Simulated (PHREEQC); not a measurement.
Make-up at 20 °C: 0.055 mol H3PO4, 0.21 mol HF and 4e-06 mol H4SiO4 per kg of water. Closed to the air; pH follows from the charge balance.

Computed with PHREEQC (ion-association model, phreeqc.dat).

```tsv
quantity	before	after
pH	1.63	2.13
ionic strength (mol/kgw)	0.0267	0.0633
H3PO4 (mol/kgw)	0.0405	0.0248
H2PO4- (mol/kgw)	0.0145	0.0302
HPO4-2 (mol/kgw)	5.88e-8	4.63e-7
SI of Quartz (SiO2)	-12.15	-12.86
```

Task: Which change was made?
(A) H3PO4 replaced by NaH2PO4 at the same molality
(B) HF left out
(C) H3PO4 from 0.055 to 0.0275 mol/kgw
(D) H3PO4 from 0.055 to 0.0495 mol/kgw
(E) H4SiO4 from 4e-06 to 2e-06 mol/kgw

Result: A, H3PO4 replaced by NaH2PO4 at the same molality

No solid was allowed to form. SiF6-2 is the database's only silicon fluoride.
